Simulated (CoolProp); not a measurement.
A single-stage vapour-compression cycle with R507A: evaporating at 220.15 K (dew point), condensing at 268.15 K (bubble point), superheat 2 K, subcooling 5 K, compressor efficiency 0.9, no pressure losses. Each further row changes one setting.

Model: reference Helmholtz-energy equation of state, Lemmon 2003, in CoolProp. It is a pseudo-pure fit of the blend.

```
case                              cooling COP  pressure ratio  discharge temperature (K)  refrigerating effect (kJ/kg)  volumetric capacity (kJ/m³)
--------------------------------  -----------  --------------  -------------------------  ----------------------------  ---------------------------
as stated                                3.43            7.16                      286.0                           147                          608
evaporating temperature 225.15 K         4.01            5.58                      283.5                           150                          785
condensing temperature 263.15 K          3.94            6.06                      280.1                           154                          635
subcooling 10 K                          3.58            7.16                      286.0                           154                          635
superheat 12 K                           3.43            7.16                      296.5                           155                          608
compressor efficiency 0.8                3.05            7.16                      291.7                           147                          608
```
